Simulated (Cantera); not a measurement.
**Adiabatic ignition**

An adiabatic, constant-volume homogeneous reactor starts with CH₄ : H₂ : O₂ : N₂ = 1 : 0.34 : 3.62 : 13.6 (molar parts), equivalence ratio 0.60, at 1200 K and 5.00 bar.

Model: GRI-Mech 3.0 (53 species, 325 reactions), integrated in Cantera.

| t (s) | T (K) | P (bar) | x CH₄ | x H₂ | x O₂ | x H | x CH₃ |
|---|---|---|---|---|---|---|---|
| 7.00e-6 | 1200 | 5.00 | 0.0539 | 0.0183 | 0.195 | 5.13e-10 | 2.91e-8 |
| 1.83e-5 | 1200 | 5.00 | 0.0539 | 0.0183 | 0.195 | 9.80e-10 | 8.59e-8 |
| 4.80e-5 | 1200 | 5.00 | 0.0539 | 0.0183 | 0.195 | 2.81e-9 | 3.05e-7 |
| 0.000126 | 1200 | 5.00 | 0.0539 | 0.0183 | 0.195 | 1.81e-8 | 2.02e-6 |
| 0.000329 | 1203 | 5.01 | 0.0535 | 0.0182 | 0.195 | 8.89e-7 | 5.43e-5 |
| 0.000863 | 2641 | 11.0 | <1e-12 | 0.00149 | 0.0769 | 0.000530 | <1e-12 |
| 0.00226 | 2621 | 10.9 | <1e-12 | 0.00142 | 0.0721 | 0.000479 | <1e-12 |
| 0.00592 | 2612 | 10.9 | <1e-12 | 0.00139 | 0.0701 | 0.000459 | <1e-12 |
| 0.0155 | 2612 | 10.9 | <1e-12 | 0.00139 | 0.0700 | 0.000458 | <1e-12 |
| 0.0406 | 2612 | 10.9 | <1e-12 | 0.00139 | 0.0700 | 0.000458 | <1e-12 |
| 0.106 | 2612 | 10.9 | <1e-12 | 0.00139 | 0.0700 | 0.000458 | <1e-12 |
| 0.278 | 2612 | 10.9 | <1e-12 | 0.00139 | 0.0700 | 0.000458 | <1e-12 |
| 0.729 | 2612 | 10.9 | <1e-12 | 0.00139 | 0.0700 | 0.000458 | <1e-12 |
| 1.91 | 2612 | 10.9 | <1e-12 | 0.00139 | 0.0700 | 0.000458 | <1e-12 |
| 5.00 | 2612 | 10.9 | <1e-12 | 0.00139 | 0.0700 | 0.000458 | <1e-12 |
x: mole fraction; the columns are a selection and need not sum to one.

| Property | Value |
|---|---|
| time of steepest temperature rise | 0.777 ms |
| temperature at 5.00 s | 2612 K |
| equilibrium temperature | 2612 K |
| x(CH₄) at 5.00 s | <1e-12 (gas-phase equilibrium <1e-12) |
| x(H₂) at 5.00 s | 0.00139 (gas-phase equilibrium 0.00139) |
| x(O₂) at 5.00 s | 0.0700 (gas-phase equilibrium 0.0700) |
